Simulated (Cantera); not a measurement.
Mixture: CO : H2 : CH4 : O2 : N2 : H2O = 1 : 0.99 : 0.055 : 0.789 : 2.97 : 0.25 (molar parts), at 1.00 atm, adiabatic and at constant pressure. Ignition delay is the time to a rise of 400 K.

Computed with Cantera and GRI-Mech 3.0 (53 species, 325 reactions). Where the delays flatten at high temperature, the 400 K rule measures the pace of heat release, not the induction time.

Problem. What does this change do: constant volume in place of constant pressure?

Solution. 
```csv
quantity,before,after
delay at 1100 K,0.157 ms,0.150 ms
delay at 1150 K,0.101 ms,96.3 µs
delay at 1200 K,72.2 µs,68.2 µs
delay at 1250 K,54.9 µs,51.2 µs
delay at 1300 K,43.7 µs,40.1 µs
delay at 1350 K,36.1 µs,32.5 µs
```
